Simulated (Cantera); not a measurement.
Charge: 1 mol MgCO₃, 1.7 mol O₂, 7.4 mol N₂, 0.7 mol SO₂, held at 1 atm.

Equilibrium computed with Cantera from the NASA thermochemical tables; the gas is ideal and each condensed phase is pure. Candidate condensed phases: C, Mg, MgCO₃, MgO, MgS, MgSO₄, S; 40 gas species. Mutual solubility and eutectic melting of coexisting phases are not modelled. Equilibrium is a limit: real reactors are often held back by kinetics, nucleation or transport.

x: gas mole fraction; n: condensed amount in mol.

```
T (°C)   x N₂   x O₂   x CO₂   x SO₂    x SO₃      x NO    x NO₂  n MgO(s)  n MgSO₄(s)
------  -----  -----  ------  ------  -------  --------  -------  --------  ----------
977     0.695  0.154  0.0939  0.0537  0.00370  0.000227  2.63e-6     0.911      0.0886
1002    0.686  0.156  0.0928  0.0614  0.00355         …  2.82e-6      1.00           0
1027    0.686  0.156  0.0927  0.0619  0.00300  0.000318  3.01e-6      1.00           0
1052    0.686  0.156  0.0927  0.0623  0.00256  0.000374  3.19e-6      1.00           0
1077    0.686  0.156  0.0927  0.0627        …         …  3.38e-6      1.00           0
1102    0.686  0.156  0.0927  0.0630  0.00188  0.000506  3.58e-6      1.00           0
1127    0.685  0.156  0.0927  0.0632  0.00163  0.000583  3.78e-6      1.00           0
1152    0.685  0.156  0.0927  0.0634  0.00141  0.000670  3.98e-6      1.00           0
1177    0.685  0.157  0.0926  0.0636  0.00123  0.000765  4.18e-6      1.00           0
```

Problem. Fill in the missing entries.

Solution. 
- 1077, x SO₃: 0.00219
- 1077, x NO: 0.000436
- 1002, x NO: 0.000270
